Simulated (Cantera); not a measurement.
Input (Python, Cantera) and output of one run.

```python
import numpy as np
import cantera as ct

gas_names = [...]  # 115 gases of nasa_gas.yaml made of C, Ca, H, O
cond_names = """
    C(gr) C6H6(L) C7H8(L) C8H18(L),n-octa Ca(a) Ca(b) Ca(L) CaCO3(caL) CaO(s) CaO(L) CaO2H2(s) H2O(s)
    H2O(L)
""".split()


# ... load() reads the species with a 1 bar reference pressure and builds the phases ...
atoms = {
    'CaCO3': {'Ca': 1, 'C': 1, 'O': 3},
    'H2': {'H': 2},
    'H2O': {'H': 2, 'O': 1},
}
top_T = {'C(gr)': 4500}  # K; cautious upper limits of use, not melting points


# ... equilibrate(T, P, feed) seeds the gas with the atoms and calls Mixture.equilibrate('TP', solver="vcs", rtol=1e-11, max_steps=5000) ...
results = []
feed = {'CaCO3': 1, 'H2': 0.16, 'H2O': 0.21}  # mol
T = 675  # K
P = 14  # Pa
mix = equilibrate(T, P, feed)
results.append((T, P, feed, dict(zip(mix.species_names, mix.species_moles))))
x = sorted(zip(gas.X, gas.species_names), reverse=True)
print(f"T = {T:g} K  P = {P:g} Pa  gas = {mix.phase_moles(0):.4g} mol")
print("   x: " + "  ".join(f"{s} {v:.3e}" for v, s in x if v > 0.001))
print("   condensed (mol): " + ("  ".join(f"{mix.phase(i).name} {mix.phase_moles(i):.4g}"
      for i in range(1, mix.n_phases) if mix.phase_moles(i) > 1e-12) or "none"))
```

It prints:

```
T = 675 K  P = 14 Pa  gas = 0.3771 mol
   x: H2O 5.581e-01  H2 4.232e-01  CO2 1.759e-02  CO 1.113e-03
   condensed (mol): CaCO3(caL) 0.9929  CaO(s) 0.007053
```

Method: chemical equilibrium by Gibbs-energy minimisation in Cantera with the NASA 1993 tables (ideal gas, pure condensed phases).
